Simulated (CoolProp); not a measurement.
20 sccm (0 °C, 1 atm) of nitrogen bubbles through liquid ethanol at 318.4 K and leaves saturated at a total pressure of 0.13 MPa (ideal gas phase). Each further row changes one setting.

Values from CoolProp's reference Helmholtz-energy equation of state, Schroeder 2014.

```csv
case,vapour pressure (kPa),mole fraction of vapour,delivery (mg/min),delivery (sccm),change of delivery for a bath 1 K warmer (%)
as stated,23.3,0.179,8.99,___,6.2
bath temperature 323.4 K,___,0.229,12.2,5.94,6.4
total pressure 0.26 MPa,23.3,0.0897,4.05,___,5.6
```

Problem. Fill in the missing entries.

Solution. 
- as stated, delivery (sccm): 4.37
- bath temperature 323.4 K, vapour pressure (kPa): 29.8
- total pressure 0.26 MPa, delivery (sccm): 1.97
